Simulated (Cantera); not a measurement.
A closed system holds: 1 mol Si₂H₆, 0.88 mol O₂, 1.4 mol N₂, equilibrated at 625 K and 0.250 bar.

Equilibrium computed with Cantera from the NASA thermochemical tables; the gas is ideal and each condensed phase is pure. Candidate condensed phases: H₂O, Si, SiO₂, Si₂N₂O, Si₃N₄; 35 gas species. The feed counts by its element totals alone. N₂ is the only nitrogen source here; it is nearly inert below about 1500 K, so the nitride shown seldom forms there in practice. Rates play no part.

Base state: H₂ 0.820, N₂ 0.178, NH₃ 0.00215 (mole fractions); condensed: SiO₂(α-quartz) + Si₂N₂O(s).

Problem. What changes in the equilibrium state with this change: temperature from 625 K to 1973.15 K?

Solution. 
| species | before | after |
|---|---|---|
| H₂ | 0.820 | 0.527 |
| SiO | <1e-9 | 0.267 |
| N₂ | 0.178 | 0.204 |
| H | <1e-9 | 0.00196 |
| Si | <1e-9 | 1.68e-5 |
| NH₃ | 0.00215 | 9.08e-7 |
| H₂O | 1.78e-6 | 0.000196 |
| SiO₂(α-quartz), mol | 0.507 | 0 |
| Si₂N₂O(s), mol | 0.747 | 0.241 |

Problem. What changes in the equilibrium state with this change: N₂ from 1.4 to 31 mol?

Solution. 
```csv
species,before,after
N₂,0.178,0.910
H₂,0.820,0.0900
NH₃,0.00215,0.000177
"SiO₂(α-quartz), mol",0.507,0.507
"Si₂N₂O(s), mol",0.747,0.747
```
